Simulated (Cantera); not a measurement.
A closed system holds: 1 mol Si, a varied amount of HCl, 3 mol N2, held at 700 °C and 1.30 mbar.

Equilibrium computed with Cantera from the NASA thermochemical tables; the gas is ideal and each condensed phase is pure. Candidate condensed phases: NH4Cl, Si, Si3N4; 28 gas species. N2 is the only nitrogen source here; it is nearly inert below about 1500 K, so the nitride shown seldom forms there in practice. The tables' values for SiCl3 are old estimates; treat these amounts as uncertain. The numbers say what is thermodynamically allowed, not how fast it happens.

x: gas mole fraction; n: condensed amount in mol.

| n(HCl) (mol) | x HCl | x N2 | x H2 | x SiCl4 | n Si3N4(s) |
|---|---|---|---|---|---|
| 1.1 | 0.210 | 0.705 | 0.0566 | 0.0282 | 0.301 |
| 1.6 | 0.259 | 0.626 | 0.0766 | 0.0382 | 0.284 |
| 2.3 | 0.306 | 0.545 | 0.0990 | 0.0494 | 0.258 |
| 3.2 | ? | ? | ? | ? | ? |
| 4.6 | 0.388 | 0.393 | 0.146 | 0.0727 | 0.169 |
| 6.6 | 0.421 | ? | 0.169 | 0.0845 | ? |
| 9.4 | 0.474 | 0.263 | 0.175 | 0.0874 | 0 |
| 13 | 0.600 | 0.200 | 0.133 | 0.0665 | 0 |
| 19 | 0.714 | 0.143 | 0.0952 | 0.0475 | 0 |

Problem. Fill in the missing entries.

Solution. 
- 6.6, x N2: 0.325
- 6.6, n Si3N4(s): 0.0876
- 3.2, x HCl: 0.348
- 3.2, x N2: 0.471
- 3.2, x H2: 0.121
- 3.2, x SiCl4: 0.0604
- 3.2, n Si3N4(s): 0.224
